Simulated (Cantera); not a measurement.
Charge: 1 mol Al, a varied amount of HCl, 3.9 mol H2, at 2.10 Torr.

Equilibrium computed with Cantera from the NASA thermochemical tables; the gas is ideal and each condensed phase is pure. Candidate condensed phases: Al, AlCl3; 12 gas species. The tables' values for AlCl2 are old estimates. Kinetics and transport are ignored.

Problem. What condenses at these points (T in K, n(HCl) in mol): (1673, 4.9); (1073, 1.1); (1673, 1.1); (1073, 4.9); (2273, 3.6)?

Solution. 
```
T (K)  n(HCl) in mol  condensed phases  Al condensed (%)
-----  -------------  ----------------  ----------------
1673             4.9          gas only               0.0
1073             1.1                Al               2.7
1673             1.1          gas only               0.0
1073             4.9          gas only               0.0
2273             3.6          gas only               0.0
```
